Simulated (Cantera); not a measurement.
An isothermal, constant-pressure homogeneous reactor starts with 4.76 % C₂H₄, 95.2 % H₂, at 1248 K and 20.0 Torr.

Model: GRI-Mech 3.0 (53 species, 325 reactions), integrated in Cantera. GRI-Mech 3.0 was tuned for natural gas; its chemistry of ethylene as a main component is partial and can be far from experiment. GRI-Mech 3.0 stops at C3 and has no aromatics, soot or wall deposition, so with more carbon than oxygen in the feed, carbon stays in small species such as C2H2 where larger ones or solid carbon would form. Radical loss at walls, strong at low pressure, is not modelled.

x: mole fraction; the columns are a selection and need not sum to one.

```csv
t (s),x C₂H₄,x H₂,x C₂H₂,x H,x C₂H₆,x CH₄,x C₂H
1.00e-5,0.0476,0.952,5.85e-9,2.04e-12,<1e-12,<1e-12,<1e-12
3.98e-5,0.0476,0.952,2.33e-8,9.30e-12,<1e-12,<1e-12,<1e-12
0.000158,0.0476,0.952,9.28e-8,4.45e-11,3.25e-12,<1e-12,<1e-12
0.000631,0.0476,0.952,(withheld),1.98e-10,2.24e-11,<1e-12,<1e-12
0.00251,0.0476,0.952,1.47e-6,8.11e-10,1.62e-10,<1e-12,<1e-12
0.0100,0.0476,0.952,5.88e-6,3.26e-9,1.71e-9,1.08e-11,<1e-12
0.0398,0.0476,0.952,(withheld),(withheld),(withheld),5.71e-10,<1e-12
0.158,0.0475,0.952,9.98e-5,8.48e-8,4.48e-7,3.91e-8,<1e-12
0.631,0.0461,0.952,0.00143,5.45e-6,4.55e-5,1.96e-5,2.34e-12
2.51,0.0282,0.953,0.0182,9.05e-6,5.48e-5,0.000653,4.94e-11
10.0,0.00796,0.953,0.0371,8.63e-6,1.52e-5,0.00167,9.59e-11
```

Fill in the missing entries.


- 0.000631, x C₂H₂: 3.69e-7
- 0.0398, x C₂H₂: 2.37e-5
- 0.0398, x H: 1.35e-8
- 0.0398, x C₂H₆: 2.37e-8
